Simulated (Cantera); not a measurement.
A freely propagating, adiabatic, planar premixed flame of CO : H2 : O2 : N2 = 1 : 0.91 : 0.868 : 3.26 (molar parts), unburnt at 700 K and 750 Torr; mixture-averaged transport, grid criteria slope 0.08 and curve 0.16, no radiation.

Cantera simulation using GRI-Mech 3.0 (53 species, 325 reactions); the numbers are that mechanism's predictions, not measurements. Burning velocities carry a grid error of a few per cent, more on coarse grids.

Predict: laminar burning velocity; thermal thickness; peak x(OH); peak x(O).


```json
{
  "laminar_burning_velocity": "615 cm/s",
  "thermal_thickness": "0.635 mm",
  "peak x(OH)": "0.0152",
  "peak x(O)": "0.0168"
}
```
